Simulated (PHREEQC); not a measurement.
PHREEQC input (ion-association model, wateq4f.dat):

```
SOLUTION_MASTER_SPECIES
  An  An-  0  An  62.0  # stands for a non-complexing anion
SOLUTION_SPECIES
  An- = An-
    -log_k 0
    -gamma 3.0 0
PHASES
  Fix_H+
    H+ = H+
    -log_k 0
SOLUTION 1
  temp 25
  units mmol/kgw
  pH 7 charge
  Cl 0.00264
  Ca 0.0004
  Cu(2) 0.00092
  Na 10
  An 10
END
SELECTED_OUTPUT 1
  -reset false
  -pH true
  -pe true
  -ionic_strength true
  -water true
  -totals Ca Cl Cu Na Cu(1) Cu(2)
  -molalities Hfo_wOH Hfo_wOH2+ Hfo_wO- Hfo_sOH Hfo_sOH2+ Hfo_sO- Hfo_sOHCa+2 Hfo_wOCa+ Hfo_sOCu+ Hfo_wOCu+
  -saturation_indices Portlandite Cu(OH)2 Atacamite Halite
USER_PUNCH 1
  -headings sigma psi
  10 PUNCH EDL("sigma", "Hfo"), EDL("psi", "Hfo")
PRINT
  -reset false
USE solution 1
SURFACE 1
  Hfo_wOH 4.04494e-05 600 0.018
  Hfo_sOH 1.01124e-06
EQUILIBRIUM_PHASES 1
  Fix_H+ -4 HAn 10
    -force_equality true
  O2(g) -0.68 10
END
# ... the last block is repeated for the other 12 points of pH, with NaOH or the acid as the point needs
```

Selected output (columns that matter, 13 of 13 rows; pH added in front):

```
pH	mu	Ca	Cu	Na	m_Hfo_wOH	m_Hfo_wOH2+	m_Hfo_wO-	m_Hfo_sOH	si_Portlandite	si_Cu(OH)2	si_Atacamite	si_Halite	sigma	psi
4	0.010126	4e-07	9.1823e-07	0.01	1.6365e-05	2.3826e-05	2.575e-07	4.0854e-07	-21.373	-6.8487	-13.382	-9.2508	0.21585	0.18497
4.67	0.010035	4e-07	8.9453e-07	0.01	2.3323e-05	1.6361e-05	7.6166e-07	5.7099e-07	-20.032	-5.5195	-11.393	-9.2505	0.14301	0.1641
5.33	0.010013	4e-07	6.8371e-07	0.01	2.7747e-05	1.106e-05	1.5947e-06	5.6487e-07	-18.712	-4.3169	-9.6477	-9.2504	0.088401	0.13958
6	0.010006	4e-07	2.0322e-07	0.01	2.9938e-05	7.6024e-06	2.7007e-06	3.7421e-07	-17.372	-3.5121	-8.708	-9.2503	0.050746	0.11152
6.67	0.010003	3.9998e-07	2.3044e-08	0.01	3.0652e-05	5.7663e-06	3.7326e-06	3.1513e-07	-16.032	-3.2362	-8.8263	-9.2503	0.026371	0.079598
7.33	0.010003	3.9972e-07	7.6082e-09	0.010001	3.0808e-05	4.8614e-06	4.4727e-06	3.1139e-07	-14.712	-3.1497	-9.3133	-9.2503	0.011664	0.045071
8	0.010004	3.952e-07	7.3683e-09	0.010003	3.0793e-05	4.3247e-06	5.0227e-06	3.0926e-07	-13.377	-3.097	-9.8779	-9.2502	0.0019336	0.0084291
8.67	0.010009	3.3308e-07	8.6489e-09	0.010008	3.0661e-05	3.8377e-06	5.6119e-06	2.8391e-07	-12.111	-3.0227	-10.399	-9.25	-0.0067819	-0.028246
9.33	0.010027	1.1511e-07	1.228e-08	0.010028	3.0222e-05	3.1766e-06	6.5871e-06	2.1312e-07	-11.253	-2.87	-10.754	-9.2492	-0.018211	-0.062802
10	0.010116	1.1756e-08	1.6814e-08	0.010118	2.9353e-05	2.4274e-06	8.1312e-06	1.8957e-07	-10.905	-2.7336	-11.151	-9.2457	-0.037517	-0.096276
10.67	0.010528	1.0339e-09	2.4882e-08	0.010532	2.7414e-05	1.5795e-06	1.09e-05	1.871e-07	-10.626	-2.5644	-11.484	-9.2299	-0.070247	-0.12663
11.33	0.012412	1.3504e-10	4.7422e-08	0.012419	2.3117e-05	7.6509e-07	1.6001e-05	1.7659e-07	-10.211	-2.2894	-11.597	-9.1651	-0.12415	-0.15143
12	0.02161	4.2204e-11	1.6248e-07	0.021622	1.4071e-05	1.7677e-07	2.5661e-05	1.39e-07	-9.4585	-1.7849	-11.272	-8.9505	-0.21854	-0.16617
```

Complexes and solids missing from the database can't appear. The database's constant for dissolved Cu(OH)2 is higher than later reviews accept.
